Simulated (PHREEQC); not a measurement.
Solution (25 °C): 0.12 mol/kgw NaHF2 and 0.02 mol/kgw NH4HSO4. Closed to the air; pH follows from the charge balance.

Equilibrium calculation in PHREEQC: ion-association model, wateq4f.dat.

**Question.** The ionic strength comes out as 0.150 mol/kgw. What activity coefficients do NH4SO4-, SO4-2, NH4+, H+, HSO4- get?

**Answer.** NH4SO4- 0.76, SO4-2 0.32, NH4+ 0.76, H+ 0.81, HSO4- 0.75.

No solid was allowed to form. Species that the database lacks are ignored. wateq4f.dat counts part of the HF as a dimer, H2F2, which phreeqc.dat doesn't know; its constant is uncertain.
